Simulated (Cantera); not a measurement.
Silicon epitaxy and polysilicon growth: SiH4 + HCl + N2 + Cl2

A closed system holds: 1 mol SiH4, 0.17 mol HCl, 9 mol N2, 0.13 mol Cl2, equilibrated at 1002 °C and 1.90 bar.

Equilibrium computed with Cantera from the NASA thermochemical tables; the gas is ideal and each condensed phase is pure. Candidate condensed phases: NH4Cl, Si, Si3N4; 28 gas species. N2 is the only nitrogen source here; it is nearly inert below about 1500 K, so the nitride shown seldom forms there in practice. Rates play no part.

The x(N2) is 0.784, the x(H2) is 0.176 and the x(HCl) is 0.0404. The x(NH3) is 1.70e-5, the x(SiCl4) comes out as 1.62e-5 and the x(SiHCl3) is 2.85e-6. The x(SiCl3) is 1.36e-6, the n(Si3N4(s)) comes out as 0.333 mol and the gas amount is 10.63 mol. The log10 activity of Si(s) (absent) comes out as -4.51.
